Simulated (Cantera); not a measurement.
Mixture: 11.4 % CH₄, 0.752 % C₂H₆, 23.1 % O₂, 64.7 % N₂, equivalence ratio 1.1, at 10.0 bar, adiabatic and at constant pressure. Ignition delay is the time to a rise of 400 K.

Computed with Cantera and GRI-Mech 3.0 (53 species, 325 reactions).

Task: Predict: delay at 1125 K; delay at 1275 K; delay at 1425 K; delay at 1575 K; delay at 1725 K; apparent activation energy between 1575 and 1725 K.

Result: 
- delay at 1125 K = 2.77 ms
- delay at 1275 K = 0.512 ms
- delay at 1425 K = 0.121 ms
- delay at 1575 K = 32.7 µs
- delay at 1725 K = 10.5 µs
- apparent activation energy between 1575 and 1725 K = 170 kJ/mol
